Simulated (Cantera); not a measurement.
A perfectly stirred reactor is fed with CH₄ : H₂ = 1 : 12 (molar parts), at 0.00230 bar; it is held at 1598 K, and followed from long to short residence time.

Cantera simulation using GRI-Mech 3.0 (53 species, 325 reactions); the numbers are that mechanism's predictions, not measurements. GRI-Mech 3.0 stops at C3 and has no aromatics, soot or wall deposition, so with more carbon than oxygen in the feed, carbon stays in small species such as C2H2 where larger ones or solid carbon would form. Radical loss at walls, strong at low pressure, is not modelled.

Problem. What does this change do: pressure from 0.00230 bar to 0.410 bar?

Solution. 
| quantity | before | after |
|---|---|---|
| x(CH₄) at τ = 0.410 s | 0.0756 | 0.0557 |
| x(H₂) at τ = 0.410 s | 0.923 | 0.934 |
| x(C₂H₆) at τ = 0.410 s | 2.06e-6 | 7.61e-6 |
| x(C₂H₄) at τ = 0.410 s | 0.000110 | 0.000489 |
| x(C₂H₂) at τ = 0.410 s | 0.000312 | 0.00935 |
| x(CH₄) at τ = 5.10 ms | 0.0769 | 0.0764 |
| x(H₂) at τ = 5.10 ms | 0.923 | 0.923 |
| x(C₂H₆) at τ = 5.10 ms | 1.67e-10 | 1.11e-5 |
| x(C₂H₄) at τ = 5.10 ms | 8.19e-10 | 8.40e-5 |
| x(C₂H₂) at τ = 5.10 ms | 6.61e-12 | 9.82e-5 |
